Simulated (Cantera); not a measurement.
Input (Python, Cantera) and output of one run.

```python
import numpy as np
import cantera as ct

gas_names = """
    B BF BF2 BF3 BH BHF2 BH2 BH3 BO BOF BOF2 BO2 B2 B2O B2O2 B2O3 B3O3F3 B3O3H3 F FO FO2 F2 F2O H HBO
    HBO2 HF HOF HO2 H2 H2F2 H2O H2O2 H3B3O6 H3F3 H4F4 H5F5 H6F6 H7F7 O OH O2 O3
""".split()
cond_names = """
    B(b) B(L) B2O3(L) B3O3H3(cr) H2O(s) H2O(L)
""".split()


# ... load() reads the species with a 1 bar reference pressure and builds the phases ...
atoms = {
    'BF3': {'B': 1, 'F': 3},
    'H2O': {'H': 2, 'O': 1},
    'H2': {'H': 2},
}
top_T = {}  # K; cautious upper limits of use, not melting points


# ... equilibrate(T, P, feed) seeds the gas with the atoms and calls Mixture.equilibrate('TP', solver="vcs", rtol=1e-11, max_steps=5000) ...
results = []
feed = {'BF3': 1, 'H2O': 0.86, 'H2': 3.7}  # mol
P = 1333.22  # Pa
for T in [998, 1098, 1198, 1298, 1398, 1498, 1598, 1698, 1798, 1898, 1998]:
    mix = equilibrate(T, P, feed)
    results.append((T, P, feed, dict(zip(mix.species_names, mix.species_moles))))
    x = sorted(zip(gas.X, gas.species_names), reverse=True)
    print(f"T = {T:g} K  P = {P:g} Pa  gas = {mix.phase_moles(0):.4g} mol")
    print("   x: " + "  ".join(f"{s} {v:.3e}" for v, s in x if v > 1e-06))
    print("   condensed (mol): " + ("  ".join(f"{mix.phase(i).name} {mix.phase_moles(i):.4g}"
          for i in range(1, mix.n_phases) if mix.phase_moles(i) > 1e-12) or "none"))
```

Output:

```
T = 998 K  P = 1333.22 Pa  gas = 5.684 mol
   x: H2 6.509e-01  HF 1.296e-01  BF3 1.200e-01  H2O 8.636e-02  B3O3F3 1.263e-02  BOF 4.055e-04  H3B3O6 8.245e-05  HBO2 6.398e-05  BHF2 3.236e-06
   condensed (mol): B2O3(L) 0.04928
T = 1098 K  P = 1333.22 Pa  gas = 5.717 mol
   x: H2 6.472e-01  HF 1.513e-01  BF3 1.103e-01  H2O 7.450e-02  B3O3F3 1.315e-02  BOF 3.087e-03  HBO2 3.982e-04  H3B3O6 4.136e-05  BHF2 9.847e-06
   condensed (mol): B2O3(L) 0.06164
T = 1198 K  P = 1333.22 Pa  gas = 5.79 mol
   x: H2 6.390e-01  HF 1.678e-01  BF3 9.848e-02  H2O 6.372e-02  BOF 1.633e-02  B3O3F3 1.283e-02  HBO2 1.767e-03  BHF2 2.416e-05  H3B3O6 2.186e-05  H 1.316e-06
   condensed (mol): B2O3(L) 0.0508
T = 1298 K  P = 1333.22 Pa  gas = 5.983 mol
   x: H2 6.183e-01  HF 1.793e-01  BF3 8.001e-02  BOF 5.753e-02  H2O 5.157e-02  B3O3F3 8.143e-03  HBO2 5.059e-03  BHF2 4.595e-05  B2O3 9.681e-06  HBO 7.755e-06  H 7.297e-06  H3B3O6 7.037e-06  BF2 5.614e-06
   condensed (mol): none
T = 1398 K  P = 1333.22 Pa  gas = 6.178 mol
   x: H2 5.988e-01  HF 2.088e-01  BOF 9.423e-02  BF3 5.984e-02  H2O 3.249e-02  HBO2 4.756e-03  B3O3F3 9.636e-04  BHF2 6.432e-05  H 3.171e-05  HBO 2.425e-05  BF2 2.112e-05  B2O3 1.904e-05
   condensed (mol): none
T = 1498 K  P = 1333.22 Pa  gas = 6.288 mol
   x: H2 5.882e-01  HF 2.350e-01  BOF 1.127e-01  BF3 4.298e-02  H2O 1.791e-02  HBO2 2.930e-03  H 1.141e-04  BHF2 8.123e-05  B3O3F3 7.270e-05  BF2 6.238e-05  HBO 5.188e-05  B2O3 1.759e-05
   condensed (mol): none
T = 1598 K  P = 1333.22 Pa  gas = 6.353 mol
   x: H2 5.819e-01  HF 2.512e-01  BOF 1.229e-01  BF3 3.251e-02  H2O 9.140e-03  HBO2 1.593e-03  H 3.517e-04  BF2 1.685e-04  BHF2 1.048e-04  HBO 9.796e-05  B2O3 1.320e-05  B3O3F3 6.214e-06  BF 1.703e-06  BO 1.347e-06
   condensed (mol): none
T = 1698 K  P = 1333.22 Pa  gas = 6.391 mol
   x: H2 5.779e-01  HF 2.602e-01  BOF 1.283e-01  BF3 2.660e-02  H2O 4.453e-03  H 9.521e-04  HBO2 8.128e-04  BF2 4.332e-04  HBO 1.702e-04  BHF2 1.408e-04  BF 1.012e-05  B2O3 8.866e-06  BO 5.623e-06
   condensed (mol): none
T = 1798 K  P = 1333.22 Pa  gas = 6.415 mol
   x: H2 5.746e-01  HF 2.650e-01  BOF 1.308e-01  BF3 2.311e-02  H 2.311e-03  H2O 2.168e-03  BF2 1.052e-03  HBO2 4.093e-04  HBO 2.762e-04  BHF2 1.923e-04  BF 5.232e-05  BO 1.984e-05  B2O3 5.668e-06
   condensed (mol): none
T = 1898 K  P = 1333.22 Pa  gas = 6.437 mol
   x: H2 5.702e-01  HF 2.683e-01  BOF 1.316e-01  BF3 2.029e-02  H 5.112e-03  BF2 2.318e-03  H2O 1.122e-03  HBO 4.214e-04  BHF2 2.534e-04  BF 2.271e-04  HBO2 2.168e-04  BO 6.063e-05  B2O3 3.693e-06
   condensed (mol): none
T = 1998 K  P = 1333.22 Pa  gas = 6.468 mol
   x: H2 5.628e-01  HF 2.715e-01  BOF 1.313e-01  BF3 1.694e-02  H 1.042e-02  BF2 4.400e-03  BF 7.896e-04  H2O 6.585e-04  HBO 6.069e-04  BHF2 3.024e-04  BO 1.634e-04  HBO2 1.287e-04  B2O3 2.619e-06  F 2.051e-06  B2O2 1.787e-06  OH 1.213e-06
   condensed (mol): none
```

Equilibrium computed with Cantera from the NASA thermochemical tables; the gas is ideal and each condensed phase is pure. The tables' values for BF2 are old estimates; treat these amounts as uncertain. Gases not in the tables: H3BO3.
